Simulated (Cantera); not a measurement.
A counterflow diffusion flame at 42000 Pa, nozzles 20 mm apart: fuel side 79.4 % CH₄, 20.6 % N₂ at 450 K, oxidiser side 28.0 % O₂, 72.0 % N₂ at 475 K, fuel mass flux 0.76 times the oxidiser's; mixture-averaged transport, no radiation.

Detailed kinetics in Cantera: GRI-Mech 3.0 (53 species, 325 reactions). GRI-Mech 3.0 has no aromatics or soot, which form on the fuel side of real flames. The maximum strain rate includes the flame's own expansion and is several times the mean.

x: mole fraction; the columns are a selection and need not sum to one.

| oxidiser flux (kg/m²/s) | max strain (1/s) | mean strain (1/s) | T max (K) | peak x OH | peak x H | peak x NO | peak x CO | peak x C₂H₂ |
|---|---|---|---|---|---|---|---|---|
| 0.1 | 192 | 34.4 | 2230 | 0.0148 | 0.00906 | 0.000397 | 0.0881 | 0.0185 |
| 0.18 | 315 | 62.0 | 2203 | 0.0142 | 0.00952 | 0.000335 | 0.0851 | 0.0175 |
| 0.3 | 492 | 103 | 2183 | 0.0138 | 0.00991 | 0.000280 | 0.0829 | 0.0166 |
| 0.5 | 774 | 172 | 2159 | 0.0132 | 0.0102 | 0.000221 | 0.0811 | 0.0153 |
| 0.84 | 1240 | 289 | 2127 | 0.0123 | 0.0102 | 0.000156 | 0.0798 | [?] |
| 1.4 | 1970 | 482 | 2081 | 0.0110 | 0.00962 | 9.35e-5 | 0.0791 | [?] |
| 2.4 | 3190 | 826 | 1987 | 0.00824 | 0.00753 | 3.12e-5 | 0.0781 | [?] |

Task: Fill in the missing entries.

Result: 
- 0.84, peak x C₂H₂: 0.0134
- 1.4, peak x C₂H₂: 0.0107
- 2.4, peak x C₂H₂: 0.00590
